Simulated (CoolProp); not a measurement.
Properties of cyclohexane along the isotherm 226.05 °C (Tc = 280.5 °C, pc = 4081 kPa, ω = 0.209).

Values from CoolProp's reference Helmholtz-energy equation of state, Zhou 2014.

```tsv
p (kPa)	phase	expansivity (1/kK)	fugacity coefficient
850	gas	2.899	0.9025
1700	gas	5.223	0.8042
2550	liquid	3.760	0.6136
3400	liquid	3.392	0.4751
4250	liquid	3.115	0.3922
5100	liquid	2.897	0.3372
5950	liquid	2.719	0.2981
6800	liquid	2.571	0.2689
7650	liquid	2.445	0.2464
8500	liquid	2.336	0.2286
9350	liquid	2.240	0.2141
10200	liquid	2.156	0.2022
```
